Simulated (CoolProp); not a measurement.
CH2F2 (R32) along the isotherm 141.65 °C: fugacity coefficient from the reference equation and from simpler models built on Tc = 78.1 °C, pc = 57.83 bar, ω = 0.277; each cubic takes its own stable root.

Values from CoolProp's reference Helmholtz-energy equation of state, Tillner-Roth 1997.

| p (bar) | phase | reference |
|---|---|---|
| 7.23 | gas | 0.9737 |
| 14.5 | gas | 0.9477 |
| 21.7 | gas | 0.9225 |
| 28.9 | gas | 0.8977 |
| 36.1 | gas | 0.8734 |
| 43.4 | gas | 0.8492 |
| 50.6 | gas | 0.8258 |
| 57.8 | gas | 0.8029 |
| 65.1 | supercritical | 0.7802 |
| 72.3 | supercritical | 0.7582 |
| 79.5 | supercritical | 0.7367 |
| 86.7 | supercritical | 0.7158 |

Task: How far does each simpler model (van der Waals, Redlich-Kwong) lie from the reference over these 12 states: mean and median of the absolute difference, and the worst?

Result: 
- van der Waals: mean 0.4 %, median 0.5 %, worst +0.7 % at 141.65 °C and 43.4 bar
- Redlich-Kwong: mean 0.1 %, median 0.1 %, worst +0.1 % at 141.65 °C and 43.4 bar
